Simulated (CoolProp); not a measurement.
The numbers come from the reference Helmholtz-energy equation of state, Lemmon 2005 in CoolProp. It is a short technical equation, of lower accuracy than the large ones.

Q: For trans-2-butene, give the phase and the density (kg/m³), expansivity (1/kK) at 81.15 °C and 3.21 MPa; 251.85 °C and 3.21 MPa.

A: 
- 81.15 °C and 3.21 MPa: liquid; density 531, expansivity 2.84
- 251.85 °C and 3.21 MPa: gas; density 48.4, expansivity 3.26
